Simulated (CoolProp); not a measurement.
Vapour-liquid equilibrium of C2F6 (R116) (1) + R22 (2) at -76.45 °C; x and y are mole fractions of (1).

Computed with CoolProp (multi-fluid Helmholtz-energy mixture model, Lemmon 2006 and Kamei 1995; pair parameters Bell 2016).

**Question.** Give the bubble pressure and the first vapour's composition at x = 0.15, 0.35, 0.75. Is there an azeotrope?

**Answer.** x = 0.15: 0.8543 bar, y = 0.855; x = 0.35: 0.9953 bar, y = 0.881; x = 0.75: 1.029 bar, y = 0.896. No azeotrope shows between x = 0.05 and 0.95.

Pair parameters are fitted to limited data, so mixtures are less certain than the pure fluids. With so large a gap from Raoult's law the liquid may split in two, which this calculation doesn't test in full.
